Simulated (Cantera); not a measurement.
**Low-pressure radical oxidation in H2/O2**

An isothermal, constant-pressure homogeneous reactor starts with H2 : O2 = 0.031 : 1 (molar parts), equivalence ratio 0.015, at 1473 K and 17.3 Torr.

Computed with Cantera and the H2/O2 subset of GRI-Mech 3.0, which has no nitrogen chemistry. Radical loss at walls, strong at low pressure, is not modelled.

```
t (s)         x H2   x O2       x O    x H2O2     x H2O    x HO2      x OH
--------  --------  -----  --------  --------  --------  -------  --------
8.00e-6     0.0301  0.970   8.01e-9  2.96e-12  5.19e-10  2.46e-8   7.91e-9
2.97e-5     0.0301  0.970   6.89e-8  3.97e-11   1.75e-8  9.11e-8   6.59e-8
0.000110    0.0301  0.970   6.94e-7  5.02e-10   5.47e-7  3.37e-7   6.26e-7
0.000408    0.0299  0.970  0.000113   5.04e-9  0.000138  1.28e-6   9.93e-5
0.00151   0.000337  0.943    0.0240   3.95e-8    0.0265  1.62e-6   0.00441
0.00560   0.000301  0.944    0.0225   3.80e-8    0.0268  1.56e-6   0.00423
0.0208    0.000242  0.949    0.0178   3.54e-8    0.0274  1.41e-6   0.00380
0.0770    0.000123  0.959   0.00870   2.73e-8    0.0287  9.99e-7   0.00272
0.286      2.72e-5  0.967   0.00187   1.33e-8    0.0298  3.97e-7   0.00129
1.06       3.44e-6  0.969  0.000234   3.90e-9    0.0303  1.07e-7  0.000458
3.92       5.09e-7  0.969   3.45e-5   1.11e-9    0.0304  8.85e-8  0.000176
14.6       2.70e-7  0.969   1.83e-5  8.07e-10    0.0305  1.08e-7  0.000129
53.9       2.69e-7  0.969   1.82e-5  8.06e-10    0.0305  1.08e-7  0.000128
200        2.69e-7  0.969   1.82e-5  8.06e-10    0.0305  1.08e-7  0.000128
```
x: mole fraction; the columns are a selection and need not sum to one.

Equilibrium at this temperature and pressure: H2 2.69e-7, O2 0.969, O 1.82e-5, H2O2 8.06e-10, H2O 0.0305, HO2 1.08e-7, OH 0.000128 (gas phase only).
